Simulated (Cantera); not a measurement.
An adiabatic, constant-volume homogeneous reactor starts with CH₃OH : O₂ : N₂ : H₂O = 1 : 1.07 : 4.03 : 0.39 (molar parts), equivalence ratio 1.4, at 1575 K and 0.257 atm. Integrator tolerance rtol = 1e-08.

Detailed kinetics in Cantera: GRI-Mech 3.0 (53 species, 325 reactions). GRI-Mech 3.0 was tuned for natural gas; its chemistry of methanol as a main component is partial and can be far from experiment.

| quantity | before | after |
|---|---|---|
| time of steepest temperature rise | 0.275 ms | 0.317 ms |
| temperature at 3.00 s | 2752 K | 2604 K |
| equilibrium temperature | 2752 K | 2604 K |
| x(CH₃OH) at 3.00 s | <1e-12 (gas-phase equilibrium <1e-12) | <1e-12 (gas-phase equilibrium <1e-12) |
| x(O₂) at 3.00 s | 0.00907 (gas-phase equilibrium 0.00907) | 0.00677 (gas-phase equilibrium 0.00677) |
| x(H₂O) at 3.00 s | 0.227 (gas-phase equilibrium 0.227) | 0.239 (gas-phase equilibrium 0.239) |
| x(H₂) at 3.00 s | 0.0587 (gas-phase equilibrium 0.0587) | 0.0553 (gas-phase equilibrium 0.0553) |
| x(C₂H₆) at 3.00 s | <1e-12 (gas-phase equilibrium <1e-12) | <1e-12 (gas-phase equilibrium <1e-12) |
| x(CH₂) at 3.00 s | <1e-12 (gas-phase equilibrium <1e-12) | <1e-12 (gas-phase equilibrium <1e-12) |

### Question
Name the change that produced these shifts.
A. initial temperature 1575 to 1248 K
B. constant pressure in place of constant volume
C. initial temperature 1575 to 1798 K
D. pressure from 0.257 atm to 1.88 atm

### Answer
B, constant pressure in place of constant volume
